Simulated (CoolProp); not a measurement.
R114 along the isotherm 278.2 K: density (kg/m³) from the reference equation and from simpler models built on Tc = 420.6 K, pc = 33.52 bar, ω = 0.252; each cubic takes its own stable root.

The numbers come from the reference Helmholtz-energy equation of state, Platzer 1990 in CoolProp. This equation is an older, rougher fit; its heat capacities, sound speeds and derivatives of the liquid may be far off and weren't checked against measurements.

```json
[
 {"p (bar)": "3.14", "phase": "liquid", "reference": "1515"},
 {"p (bar)": "6.29", "phase": "liquid", "reference": "1516"},
 {"p (bar)": "9.43", "phase": "liquid", "reference": "1517"},
 {"p (bar)": "12.6", "phase": "liquid", "reference": "1518"},
 {"p (bar)": "15.7", "phase": "liquid", "reference": "1519"},
 {"p (bar)": "18.9", "phase": "liquid", "reference": "1520"},
 {"p (bar)": "22", "phase": "liquid", "reference": "1521"},
 {"p (bar)": "25.1", "phase": "liquid", "reference": "1522"},
 {"p (bar)": "28.3", "phase": "liquid", "reference": "1523"},
 {"p (bar)": "31.4", "phase": "liquid", "reference": "1524"}
]
```

Question: How far does each simpler model (van der Waals, Redlich-Kwong, Soave-Redlich-Kwong, Peng-Robinson) lie from the reference over these 10 states: mean and median of the absolute difference, and the worst?

Answer: 
- van der Waals: mean 41.9 %, median 35.6 %, worst -98.3 % at 278.2 K and 3.14 bar
- Redlich-Kwong: mean 6.5 %, median 6.4 %, worst -6.9 % at 278.2 K and 3.14 bar
- Soave-Redlich-Kwong: mean 3.3 %, median 3.3 %, worst -3.5 % at 278.2 K and 3.14 bar
- Peng-Robinson: mean 9.3 %, median 9.3 %, worst +9.4 % at 278.2 K and 31.4 bar

At some of these states van der Waals gives the other phase, because its saturation line lies elsewhere.
